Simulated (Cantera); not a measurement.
Charge: 1 mol Fe(CO)5, 3.9 mol H2, 5.6 mol N2, at 13300 Pa.

Cantera equilibrium calculation (NASA polynomials, part measured and part estimated; ideal gas, pure solids and liquids). Candidate condensed phases: C, C6H6, C7H8, C8H18, Fe, Fe(CO)5, FeO, Fe(OH)2, Fe(OH)3, Fe2O3, Fe3O4, H2O; 140 gas species. Condensed phases not in the tables: cementite and carbon dissolved in iron. Kinetics and transport are ignored. All values below are at 1000 K.

Base state: N2 0.391, CO 0.329, H2 0.266, CO2 0.00817, H2O 0.00461, CH4 0.000902 (mole fractions); condensed: C(graphite) + Fe(α).

Q: What changes in the equilibrium state with this change: N2 from 5.6 to 38 mol?

A: 
```
species             before     after
----------------  --------  --------
N2                   0.391     0.811
CO                   0.329     0.105
H2                   0.266    0.0826
CH4               0.000902   8.69e-5
H2O                0.00461  0.000456
CO2                0.00817  0.000828
C(graphite), mol     0.170    0.0560
Fe(α), mol            1.00      1.00
```
